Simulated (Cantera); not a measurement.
Charge: 1 mol CH4, 45 mol H2, 0.28 mol N2, 0.69 mol O2, at 4.80 mbar.

These are equilibrium values from Cantera (NASA tables, ideal gas, pure condensed phases), not measurements of a reactor. Candidate condensed phases: C, C6H6, C7H8, C8H18, H2O; 136 gas species. Kinetics and transport are ignored. All values below are at 1723 K.

Base state: H2 0.963, CO 0.0206, H2O 0.00781, N2 0.00579, H 0.00258, CO2 4.77e-5 (mole fractions); condensed: gas only.

### Question
What changes in the equilibrium state with this change: O2 from 0.69 to 1.2 mol?

### Answer
```json
[
 {"species": "H2", "before": "0.963", "after": "0.942"},
 {"species": "H2O", "before": "0.00781", "after": "0.0288"},
 {"species": "CO", "before": "0.0206", "after": "0.0205"},
 {"species": "CO2", "before": "4.77e-5", "after": "0.000178"},
 {"species": "H", "before": "0.00258", "after": "0.00255"},
 {"species": "N2", "before": "0.00579", "after": "0.00579"}
]
```
